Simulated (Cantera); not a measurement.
A Cantera script and its output.

```python
import numpy as np
import cantera as ct

gas = ct.Solution("gri30.yaml")
gas.TPX = 1425, 101325, {'CO': 0.0047, 'O2': 0.01, 'H2O': 0.015, 'N2': 1}
reactor = ct.IdealGasConstPressureReactor(gas, energy="off", clone=False)
net = ct.ReactorNet([reactor])
net.rtol, net.atol = 1e-08, 1e-18
show = ['CO', 'O2', 'H2O', 'N2O', 'H2', 'NO', 'H']
times = np.geomspace(6e-06, 5, 9)

steps = ct.SolutionArray(gas, extra=["t"])
rows = []
print(f"{'t/s':>10s}{'T/K':>9s}{'P/Pa':>11s}" + "".join(f"{s:>11s}" for s in show))
for t in times:
    while net.time < t:
        t_next = net.step()
        steps.append(gas.state, t=t_next)
    rows.append([np.interp(t, steps.t, y) for y in (steps.T, steps.P, *steps(*show).X.T)])
    print(f"{t:10.3e}{rows[-1][0]:9.1f}{rows[-1][1]:11.4g}" + "".join(f"{x:11.3e}" for x in rows[-1][2:]))
rate = np.gradient(steps.T, steps.t)
print("integrator steps:", len(steps.t))
if steps.T.max() > steps.T[0] + 200:
    print(f"time of steepest temperature rise: {steps.t[rate.argmax()]:.4e} s")
gas.TPX = 1425, 101325, {'CO': 0.0047, 'O2': 0.01, 'H2O': 0.015, 'N2': 1}
gas.equilibrate("TP")
print(f"equilibrium (TP): T = {gas.T:.1f} K  " + "  ".join(f"{s} {gas[s].X[0]:.3e}" for s in show))
```

Output:

```
       t/s      T/K       P/Pa         CO         O2        H2O        N2O         H2         NO          H
 6.000e-06   1425.0  1.013e+05  4.564e-03  9.712e-03  1.457e-02  3.975e-15  4.274e-14  2.215e-18  2.081e-12
 3.298e-05   1425.0  1.013e+05  4.564e-03  9.712e-03  1.457e-02  4.347e-14  7.435e-12  8.443e-17  6.747e-11
 1.813e-04   1425.0  1.013e+05  4.564e-03  9.712e-03  1.457e-02  8.594e-13  1.257e-09  2.867e-15  2.083e-09
 9.965e-04   1425.0  1.013e+05  4.552e-03  9.703e-03  1.456e-02  6.039e-10  1.995e-06  2.824e-12  1.491e-06
 5.477e-03   1425.0  1.013e+05  2.824e-04  7.550e-03  1.437e-02  3.175e-07  1.042e-04  4.344e-07  5.822e-05
 3.011e-02   1425.0  1.013e+05  7.013e-06  7.441e-03  1.458e-02  4.224e-07  3.434e-06  4.950e-07  3.583e-07
 1.655e-01   1425.0  1.013e+05  2.870e-07  7.443e-03  1.459e-02  1.337e-07  2.987e-07  5.027e-07  9.826e-09
 9.096e-01   1425.0  1.013e+05  8.116e-08  7.444e-03  1.460e-02  1.271e-08  1.133e-07  5.041e-07  2.334e-09
 5.000e+00   1425.0  1.013e+05  7.939e-08  7.444e-03  1.460e-02  1.230e-08  1.114e-07  5.074e-07  2.277e-09
integrator steps: 1290
equilibrium (TP): T = 1425.0 K  CO 7.986e-08  O2 7.358e-03  H2O 1.460e-02  N2O 1.223e-08  H2 1.121e-07  NO 1.739e-04  H 2.284e-09
```

Detailed kinetics in Cantera: GRI-Mech 3.0 (53 species, 325 reactions).
